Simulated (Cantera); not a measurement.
An adiabatic, constant-pressure homogeneous reactor starts with CO : H2 : O2 : N2 = 1 : 0.18 : 0.776 : 2.92 (molar parts), equivalence ratio 0.76, at 1350 K and 1.09 atm. Integrator tolerance rtol = 1e-08.

Cantera simulation using GRI-Mech 3.0 (53 species, 325 reactions); the numbers are that mechanism's predictions, not measurements.

What does this change do: CO 1 to 0.57 parts?


```csv
quantity,before,after
time of steepest temperature rise,41.1 µs,38.9 µs
temperature at 0.200 s,2652 K,2449 K
equilibrium temperature,2652 K,2449 K
x(CO) at 0.200 s,0.0539 (gas-phase equilibrium 0.0539),0.0112 (gas-phase equilibrium 0.0112)
x(H2) at 0.200 s,0.00159 (gas-phase equilibrium 0.00159),0.000579 (gas-phase equilibrium 0.000579)
x(O2) at 0.200 s,0.0574 (gas-phase equilibrium 0.0574),0.0937 (gas-phase equilibrium 0.0937)
x(NO2) at 0.200 s,5.90e-6 (gas-phase equilibrium 5.90e-6),8.73e-6 (gas-phase equilibrium 8.73e-6)
x(NO) at 0.200 s,0.0141 (gas-phase equilibrium 0.0141),0.0133 (gas-phase equilibrium 0.0133)
```

What does this change do: constant volume in place of constant pressure?


```json
[
 {"quantity": "time of steepest temperature rise", "before": "41.1 µs", "after": "41.3 µs"},
 {"quantity": "temperature at 0.200 s", "before": "2652 K", "after": "2795 K"},
 {"quantity": "equilibrium temperature", "before": "2652 K", "after": "2795 K"},
 {"quantity": "x(CO) at 0.200 s", "before": "0.0539 (gas-phase equilibrium 0.0539)", "after": "0.0662 (gas-phase equilibrium 0.0662)"},
 {"quantity": "x(H2) at 0.200 s", "before": "0.00159 (gas-phase equilibrium 0.00159)", "after": "0.00191 (gas-phase equilibrium 0.00191)"},
 {"quantity": "x(O2) at 0.200 s", "before": "0.0574 (gas-phase equilibrium 0.0574)", "after": "0.0600 (gas-phase equilibrium 0.0600)"},
 {"quantity": "x(NO2) at 0.200 s", "before": "5.90e-6 (gas-phase equilibrium 5.90e-6)", "after": "9.23e-6 (gas-phase equilibrium 9.23e-6)"},
 {"quantity": "x(NO) at 0.200 s", "before": "0.0141 (gas-phase equilibrium 0.0141)", "after": "0.0177 (gas-phase equilibrium 0.0177)"}
]
```

What does this change do: initial temperature 1350 to 1050 K?


| quantity | before | after |
|---|---|---|
| time of steepest temperature rise | 41.1 µs | 0.250 ms |
| temperature at 0.200 s | 2652 K | 2543 K |
| equilibrium temperature | 2652 K | 2543 K |
| x(CO) at 0.200 s | 0.0539 (gas-phase equilibrium 0.0539) | 0.0369 (gas-phase equilibrium 0.0369) |
| x(H2) at 0.200 s | 0.00159 (gas-phase equilibrium 0.00159) | 0.00110 (gas-phase equilibrium 0.00110) |
| x(O2) at 0.200 s | 0.0574 (gas-phase equilibrium 0.0574) | 0.0523 (gas-phase equilibrium 0.0523) |
| x(NO2) at 0.200 s | 5.90e-6 (gas-phase equilibrium 5.90e-6) | 5.04e-6 (gas-phase equilibrium 5.04e-6) |
| x(NO) at 0.200 s | 0.0141 (gas-phase equilibrium 0.0141) | 0.0113 (gas-phase equilibrium 0.0113) |
